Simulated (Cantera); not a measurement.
What does this Cantera script print?

```python
import numpy as np
import cantera as ct

gas_names = """
    C CN CO CO2 C2 CCN CNC C2N2 C2O C3 C3O2 C4 C4N2 C5 Cu CuO Cu2 N NCO NO NO2 NO3 N2 N2O O O2 O3
""".split()
cond_names = """
    C(gr) Cu(cr) Cu(L) CuO(s) Cu2O(s) Cu2O(L)
""".split()


# ... load() reads the species with a 1 bar reference pressure and builds the phases ...
atoms = {
    'CuO': {'Cu': 1, 'O': 1},
    'CO': {'C': 1, 'O': 1},
    'N2': {'N': 2},
}
top_T = {'C(gr)': 4500, 'CuO(s)': 1390}  # K; cautious upper limits of use, not melting points


# ... equilibrate(T, P, feed) seeds the gas with the atoms and calls Mixture.equilibrate('TP', solver="vcs", rtol=1e-11, max_steps=5000) ...
results = []
feed = {'CuO': 1, 'CO': 11, 'N2': 8.2}  # mol
P = 570  # Pa
for T in [2075, 2125, 2175, 2225, 2275, 2325, 2375, 2425, 2475]:
    mix = equilibrate(T, P, feed)
    results.append((T, P, feed, dict(zip(mix.species_names, mix.species_moles))))

top = {s: max(r[3][s] / sum(r[3][g] for g in gas_names) for r in results) for s in gas_names}
cols = sorted((s for s in top if top[s] > 1e-05), key=lambda s: -top[s])[:6]
seen = [c for c in cond_names if any(r[3].get(c, 0) > 1e-12 for r in results)]
print("log10 of partial pressures in bar; condensed amounts in mol")
print(f"{'T/K':>10s}" + "".join(f"{s[:9]:>10s}" for s in cols + seen))
for T, P, feed, n in results:
    ng = sum(n[g] for g in gas_names)
    print(f"{T:10.4g}" + "".join(f"{np.log10(max(n[s] / ng * P / 1e5, 1e-99)):10.3f}" for s in cols)
          + "".join(f"{n.get(c, 0):10.4g}" for c in seen))
```

It prints:

```
log10 of partial pressures in bar; condensed amounts in mol
       T/K        CO        N2        Cu       CO2         O        NO
      2075    -2.549    -2.636    -3.550    -3.551    -6.551    -6.574
      2125    -2.549    -2.636    -3.550    -3.552    -6.236    -6.357
      2175    -2.549    -2.636    -3.550    -3.553    -5.937    -6.151
      2225    -2.549    -2.636    -3.550    -3.556    -5.653    -5.955
      2275    -2.549    -2.636    -3.550    -3.562    -5.384    -5.771
      2325    -2.548    -2.637    -3.550    -3.571    -5.131    -5.600
      2375    -2.547    -2.637    -3.551    -3.586    -4.896    -5.442
      2425    -2.546    -2.638    -3.552    -3.609    -4.679    -5.300
      2475    -2.545    -2.640    -3.553    -3.643    -4.483    -5.177
```

Equilibrium computed with Cantera from the NASA thermochemical tables; the gas is ideal and each condensed phase is pure.
